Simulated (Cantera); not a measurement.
**Fe(CO)₅ + CO + N₂ (iron carbonyl, mercury and lead vapours)**

A closed system holds: 1 mol Fe(CO)₅, 3.7 mol CO, 0.39 mol N₂, equilibrated at 4.50 Torr.

Equilibrium computed with Cantera from the NASA thermochemical tables; the gas is ideal and each condensed phase is pure. Candidate condensed phases: C, Fe, Fe(CO)₅, FeO, Fe₂O₃, Fe₃O₄; 27 gas species. Condensed phases not in the tables: cementite and carbon dissolved in iron. Kinetics and transport are ignored.

```tsv
T (°C)	log p CO	log p CO₂	log p N₂	log p Fe	n C(graphite)	n Fe(α)	n Fe(γ)
550	-2.33	-2.98	-3.52	<-14	1.34	1.00	0
650	-2.25	-4.00	-3.58	<-14	0.149	1.00	0
750	-2.24	-4.93	-3.59	-13.35	0.0178	1.00	0
850	-2.24	-5.70	-3.59	-11.51	0.00301	1.00	0
950	-2.24	-6.34	-3.59	-9.98	0	0	1.00
1050	-2.24	-6.89	-3.59	-8.68	0	0	1.000
1150	-2.24	-7.35	-3.59	-7.57	0	0	1.000
1250	-2.24	-7.75	-3.59	-6.61	0	0	1.000
```
log p: log10 of the partial pressure in bar; n: condensed amount in mol.

From 550 °C to 850 °C the condensed part is C(graphite) + Fe(α). From 950 °C to 1250 °C the condensed part is Fe(γ).
